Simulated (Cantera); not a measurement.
A closed system holds: 1 mol SiC, a varied amount of H₂O, 200 mol H₂, equilibrated at 1627 °C and 2.80 Pa.

These are equilibrium values from Cantera (NASA tables, ideal gas, pure condensed phases), not measurements of a reactor. Candidate condensed phases: C, C₆H₆, C₇H₈, C₈H₁₈, H₂O, Si, SiC, SiO₂; 123 gas species. Equilibrium is a limit: real reactors are often held back by kinetics, nucleation or transport.

x: gas mole fraction; n: condensed amount in mol.

```tsv
n(H₂O) (mol)	x H₂	x H	x CO	x Si	n C(graphite)
0.011	0.856	0.139	5.08e-5	0.00445	0.794
0.021	0.856	0.139	9.70e-5	0.00445	0.784
0.038	0.856	0.139	?	0.00445	0.767
0.07	0.856	0.139	0.000323	0.00445	0.735
0.13	0.856	0.139	0.000600	0.00445	0.675
0.24	0.855	0.139	?	0.00444	?
0.44	0.854	0.139	0.00202	0.00443	0.366
0.8	0.853	0.139	0.00367	0.00441	0.00625
1.5	0.852	0.138	0.00457	0.00228	0
```

Question: Complete the blanks.

Answer: 
- 0.24, x CO: 0.00111
- 0.24, n C(graphite): 0.565
- 0.038, x CO: 0.000176
